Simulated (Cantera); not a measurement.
## Thermodynamics of titanium nitride, carbide and oxide coatings, feed Ti(OiPr)4 + O2 + H2

Input: 1 mol Ti(OiPr)4, 3.2 mol O2, 75 mol H2, at 1048.15 K and 100 Torr.

Method: chemical equilibrium by Gibbs-energy minimisation in Cantera with the NASA 1993 tables (ideal gas, pure condensed phases). Candidate condensed phases: C, C6H6, C7H8, C8H18, H2O, Ti, TiC, TiO, TiO2, Ti2O3, Ti3O5, Ti4O7; 113 gas species. The feed counts by its element totals alone. Rates play no part.

```
Property                                Result
-----------------------------------  ---------
x(H2)                                    0.907
x(CO)                                   0.0846
x(CH4)                                 0.00639
x(H2O)                                 0.00191
x(CO2)                                0.000211
n(C(graphite))                        3.19 mol
n(TiO2(rutile))                       1.00 mol
gas amount                           96.58 mol
log10 activity of Ti4O7(s) (absent)      -1.14
log10 activity of Ti3O5(s) (absent)      -1.38
log10 activity of Ti2O3(s) (absent)      -1.76
```
